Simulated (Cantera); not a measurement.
A freely propagating, adiabatic, planar premixed flame of CO : H2 : CH4 : O2 : N2 = 1 : 0.11 : 0.87 : 1.64 : 5.9 (molar parts), equivalence ratio 1.4, unburnt at 625 K and 2.40 bar; mixture-averaged transport, grid criteria slope 0.08 and curve 0.16, no radiation.

Model: GRI-Mech 3.0 (53 species, 325 reactions), integrated in Cantera. Burning velocities carry a grid error of a few per cent, more on coarse grids.

**Question.** What does this change do: inlet temperature 625 to 398 K?

**Answer.** 
| quantity | before | after |
|---|---|---|
| laminar burning velocity | 131 cm/s | 51.7 cm/s |
| thermal thickness | 0.139 mm | 0.184 mm |
| peak x(HO2) | 0.000195 | 0.000189 |
| peak x(HCO) | 6.16e-5 | 3.42e-5 |
| peak x(CH3) | 0.00351 | 0.00254 |

**Question.** What does this change do: inlet temperature 625 to 648 K?

**Answer.** 
```tsv
quantity	before	after
laminar burning velocity	131 cm/s	142 cm/s
thermal thickness	0.139 mm	0.136 mm
peak x(HO2)	0.000195	0.000197
peak x(HCO)	6.16e-5	6.48e-5
peak x(CH3)	0.00351	0.00362
```
